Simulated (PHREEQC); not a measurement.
Dissolve 0.028 mol/kgw Cu(NO3)2, 0.0011 mol/kgw HBF4 and 0.1 mol/kgw H3BO3 at 25 °C. Closed to the air; pH follows from the charge balance.

Equilibrium calculation in PHREEQC: ion-association model, phreeqc.dat.

Each row changes one thing in this solution. Precipitation was switched off in this run.

| case | pH | BF2(OH)2- (mol/kgw) | HF (mol/kgw) | BF4- (mol/kgw) | F- (mol/kgw) | BF3OH- (mol/kgw) |
|---|---|---|---|---|---|---|
| as made | 2.86 | 0.000580 | 0.000558 | 0.000376 | 0.000358 | 0.000242 |
| temperature from 25 to 85 °C | ___ | 0.000761 | 0.00155 | 0.000131 | 0.000353 | 0.000107 |
| HBF4 from 0.0011 to 0.00099 mol/kgw | ___ | 0.000549 | 0.000522 | 0.000311 | 0.000362 | 0.000214 |
| temperature from 25 to 80 °C | ___ | 0.000763 | 0.00144 | 0.000150 | 0.000354 | 0.000118 |
| H3BO3 from 0.1 to 0.05 mol/kgw | 2.87 | 0.000435 | 0.000676 | 0.000412 | 0.000443 | 0.000220 |
| temperature from 25 to 40 °C | 2.87 | 0.000658 | 0.000730 | 0.000316 | 0.000360 | 0.000209 |
| diluted 2-fold with water | ___ | 0.000276 | 0.000442 | 0.000110 | 0.000433 | 9.02e-5 |
| 0.01 mol/kgw CO2 added | 2.86 | 0.000578 | 0.000561 | 0.000378 | 0.000355 | 0.000242 |

Problem. What belongs in the gaps?

Solution. 
- temperature from 25 to 85 °C, pH: 2.92
- HBF4 from 0.0011 to 0.00099 mol/kgw, pH: 2.90
- temperature from 25 to 80 °C, pH: 2.91
- diluted 2-fold with water, pH: 3.08

At this temperature some constants are extrapolated from 25 °C, and those without enthalpy data are left unchanged. Real BF4- forms and hydrolyses slowly; the run takes it at equilibrium.
